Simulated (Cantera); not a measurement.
A closed system holds: 1 mol SiCl4, 13 mol N2, 22 mol NH3, at 4.88 Torr.

Equilibrium computed with Cantera from the NASA thermochemical tables; the gas is ideal and each condensed phase is pure. Candidate condensed phases: NH4Cl, Si, Si3N4; 28 gas species. Rates play no part.

Q: At 900 K, list the 4 most abundant gas species with their mole fractions, and the condensed phases.

A: H2 0.531, N2 0.400, HCl 0.0685, SiCl4 1.27e-5. Condensed: Si3N4(s).
